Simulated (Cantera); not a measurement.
# Al(CH3)3 + O2 + H2 (aluminium nitride and oxide growth)

Feed: 1 mol Al(CH3)3, 3.9 mol O2, a varied amount of H2, at 2023 K and 0.0133 bar.

Equilibrium computed with Cantera from the NASA thermochemical tables; the gas is ideal and each condensed phase is pure. Candidate condensed phases: Al, Al2O3, C, C6H6, C7H8, C8H18, H2O; 121 gas species. The feed counts by its element totals alone. Kinetics and transport are ignored.

```
n(H2) (mol)   x H2   x H2O    x CO     x CO2     x H      x OH      x O  n Al2O3(s)
-----------  -----  ------  ------  --------  ------  --------  -------  ----------
6.3          0.551   0.220   0.199    0.0170  0.0122  0.000508  8.17e-6       0.500
18           0.745   0.124   0.113   0.00403  0.0142  0.000247  3.42e-6       0.500
29           0.816  0.0877  0.0797   0.00184  0.0149  0.000166  2.20e-6       0.500
40           0.854  0.0678  0.0616   0.00105  0.0152  0.000126  1.62e-6       0.500
52           0.880  0.0543  0.0494  0.000652  0.0154   9.91e-5  1.26e-6       0.500
63           0.896  0.0459  0.0418  0.000458  0.0156   8.31e-5  1.05e-6       0.500
74           0.908  0.0398  0.0362  0.000339  0.0157   7.15e-5  8.97e-7       0.500
85           0.917  0.0351  0.0319  0.000262  0.0157   6.27e-5  7.83e-7       0.500
```
x: gas mole fraction; n: condensed amount in mol.

From 6.3 mol H2 to 85 mol H2 the condensed part is Al2O3(s).
